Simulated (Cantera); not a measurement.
# Equilibrium for chlorosilane synthesis and conversion: Si + HCl + H₂

Feed: 1 mol Si, 3.3 mol HCl, 0.51 mol H₂, held at 5.60 bar.

Cantera equilibrium calculation (NASA polynomials, part measured and part estimated; ideal gas, pure solids and liquids). Candidate condensed phases: Si; 19 gas species. The tables' values for SiCl₃ are old estimates; treat these amounts as uncertain. Equilibrium is a limit: real reactors are often held back by kinetics, nucleation or transport.

```tsv
T (K)	x H₂	x SiCl₄	x SiHCl₃	x HCl	x SiH₂Cl₂	n Si(s)
675	0.677	0.183	0.133	0.000122	0.00602	0.0702
725	0.677	0.185	0.131	0.000295	0.00646	0.0714
775	0.678	0.186	0.129	0.000635	0.00685	0.0727
825	0.678	0.187	0.126	0.00124	0.00719	0.0742
875	0.678	0.188	0.124	0.00225	0.00748	0.0759
925	0.677	0.189	0.122	0.00381	0.00774	0.0779
975	0.676	0.189	0.120	0.00610	0.00795	0.0803
1025	0.674	0.189	0.118	0.00931	0.00812	0.0831
1075	0.671	0.188	0.115	0.0136	0.00826	0.0863
1125	0.668	0.186	0.113	0.0192	0.00834	0.0899
1175	0.663	0.184	0.109	0.0262	0.00836	0.0934
```
x: gas mole fraction; n: condensed amount in mol.

From 675 K to 1175 K the condensed part is Si(s). The main Si-bearing gas is SiCl₄ throughout. The share of Si in condensed phases is highest at 1175 K (9.3 %) and lowest at 675 K (7.0 %).
